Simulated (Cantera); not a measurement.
An isothermal, constant-pressure homogeneous reactor starts with 83.1 % C2H6, 16.9 % H2, at 1975 K and 0.320 bar.

Detailed kinetics in Cantera: GRI-Mech 3.0 (53 species, 325 reactions). GRI-Mech 3.0 stops at C3 and has no aromatics, soot or wall deposition, so with more carbon than oxygen in the feed, carbon stays in small species such as C2H2 where larger ones or solid carbon would form.

One state of this run: x C2H6 = 1.58e-7; x H2 = 0.683; x CH4 = 0.00316; x H = 0.00201; x C2H2 = 0.311. x: mole fraction; the columns are a selection and need not sum to one.

Problem. Which value of t (s) does it belong to?
(A) 0.0356
(B) 1.52e-5
(C) 0.0117
(D) 0.000139

Solution. A, 0.0356
